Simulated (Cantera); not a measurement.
A closed system holds: 1 mol SiH2Cl2, 0.17 mol NH3, a varied amount of N2, held at 952 °C and 9.90 Pa.

Cantera equilibrium calculation (NASA polynomials, part measured and part estimated; ideal gas, pure solids and liquids). Candidate condensed phases: NH4Cl, Si, Si3N4; 28 gas species. The tables' values for SiCl3 are old estimates; treat these amounts as uncertain. Equilibrium is a limit: real reactors are often held back by kinetics, nucleation or transport.

x: gas mole fraction; n: condensed amount in mol.

| n(N2) (mol) | x N2 | x HCl | x H2 | x SiCl2 | x SiCl4 | x SiCl3 | x Cl | n Si3N4(s) |
|---|---|---|---|---|---|---|---|---|
| 12 | 0.838 | 0.118 | 0.0321 | 0.00868 | 0.00146 | 0.00127 | 1.78e-5 | 0.281 |
| 16 | 0.874 | 0.0927 | 0.0244 | 0.00680 | 0.000921 | 0.000890 | 1.60e-5 | 0.282 |
| 21 | 0.902 | 0.0729 | 0.0187 | 0.00537 | 0.000586 | 0.000631 | 1.44e-5 | 0.283 |
| 26 | 0.919 | 0.0601 | 0.0152 | 0.00444 | 0.000406 | 0.000478 | 1.32e-5 | 0.284 |
| 30 | 0.929 | 0.0527 | 0.0132 | 0.00391 | 0.000316 | 0.000395 | 1.24e-5 | 0.284 |
| 35 | 0.939 | … | … | … | … | 0.000322 | 1.16e-5 | 0.285 |
| 39 | 0.945 | 0.0413 | 0.0102 | 0.00308 | 0.000198 | 0.000278 | 1.10e-5 | 0.285 |
| 44 | 0.951 | 0.0368 | … | 0.00275 | … | 0.000236 | 1.05e-5 | 0.285 |
| 48 | 0.955 | 0.0339 | 0.00825 | 0.00254 | 0.000136 | 0.000209 | 1.01e-5 | 0.285 |

Q: Some entries are withheld; supply them.

A: 
- 35, x HCl: 0.0457
- 35, x H2: 0.0113
- 35, x SiCl2: 0.00340
- 35, x SiCl4: 0.000241
- 44, x H2: 0.00900
- 44, x SiCl4: 0.000159
